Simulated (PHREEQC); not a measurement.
Solution (25 °C): 3.2 mmol/kgw CuSO4, 71 mmol/kgw HBF4 and 0.142 mmol/kgw H3BO3. Closed to the air; pH follows from the charge balance.

Model: ion-association model, phreeqc.dat, run in PHREEQC.

The ionic strength comes out as 0.0764 mol/kgw. What activity coefficients do F-, BF3OH-, BF2(OH)2-, HSO4-, SO4-2 get?

F- 0.78, BF3OH- 0.80, BF2(OH)2- 0.80, HSO4- 0.80, SO4-2 0.41.

Precipitation was switched off in this run. Species that the database lacks are ignored. Real BF4- forms and hydrolyses slowly; the run takes it at equilibrium.
